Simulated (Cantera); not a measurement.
Feed: 1 mol Si₂H₆, 3.1 mol O₂, 10 mol H₂, held at 825 K and 0.0900 bar.

Equilibrium computed with Cantera from the NASA thermochemical tables; the gas is ideal and each condensed phase is pure. Candidate condensed phases: H₂O, Si, SiO₂; 18 gas species. The feed counts by its element totals alone. Rates play no part.

Base state: H₂ 0.831, H₂O 0.169 (mole fractions); condensed: SiO₂(α-quartz).

### Question
What changes in the equilibrium state with this change: O₂ from 3.1 to 1 mol?

### Answer
```tsv
species	before	after
H₂	0.831	1.00
H₂O	0.169	<1e-9
SiO₂(α-quartz), mol	2.00	1.00
Si(s), mol	0	1.00
```
